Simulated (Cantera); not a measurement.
# Ignition delay

Mixture: H₂ : O₂ : N₂ = 1 : 0.455 : 1.71 (molar parts), at 0.440 bar, adiabatic and at constant volume. Ignition delay is the time to a rise of 400 K.

Computed with Cantera and the H2/O2 subset of GRI-Mech 3.0, which has no nitrogen chemistry. Where the delays flatten at high temperature, the 400 K rule measures the pace of heat release, not the induction time.

| T0 (K) | delay (ms) |
|---|---|
| 1148 | 0.134 |
| 1248 | 0.0827 |
| 1348 | 0.0586 |
| 1448 | 0.0469 |
| 1548 | 0.0418 |
| 1648 | 0.0407 |
